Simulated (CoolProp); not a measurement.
Vapour-liquid equilibrium of propane (1) + isobutane (2) at -79.25 °C; x and y are mole fractions of (1).

Values from CoolProp's multi-fluid Helmholtz-energy mixture model, Lemmon 2009 and Bücker 2006; pair parameters Kunz 2012.

Give the bubble pressure and the first vapour's composition at x = 0.05, 0.2, 0.65. Is there an azeotrope?

x = 0.05: 3.000 kPa, y = 0.237; x = 0.2: 4.689 kPa, y = 0.586; x = 0.65: 9.655 kPa, y = 0.911. No azeotrope shows between x = 0.05 and 0.95.

The pair parameters rest on a limited set of measurements; away from them the model extrapolates. The gap from Raoult's law changes sign with composition, which may be real or a fault of the pair parameters; it wasn't checked against measurements.
